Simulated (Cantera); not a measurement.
A closed system holds: 1 mol SiO2, 0.0032 mol Si, 8.2 mol N2, at 660 Torr.

Method: chemical equilibrium by Gibbs-energy minimisation in Cantera with the NASA 1993 tables (ideal gas, pure condensed phases). Candidate condensed phases: Si, SiO2, Si2N2O, Si3N4; 30 gas species. Ions and electrons are included (thermal ionisation). The tables' values for SiN, SiO2 are old estimates; treat these amounts as uncertain. The numbers say what is thermodynamically allowed, not how fast it happens. All values below are at 4227 °C.

Base state: N2 0.792, SiO 0.0931, O 0.0923, NO 0.00857, N 0.00854, Si 0.00470, O2 0.000606, SiN 7.75e-5 (mole fractions); condensed: gas only.

Q: What changes in the equilibrium state with this change: pressure from 660 Torr to 17.3 Torr?

A: 
```tsv
species	before	after
N2	0.792	0.716
O	0.0923	0.140
Si	0.00470	0.0504
SiO	0.0931	0.0394
N	0.00854	0.0502
SiO2	4.16e-5	6.96e-7
Si+	4.61e-5	0.000946
e-	4.74e-5	0.000946
O2	0.000606	3.62e-5
NO	0.00857	0.00199
```
The tables' values for SiN are old estimates; treat these amounts as uncertain.
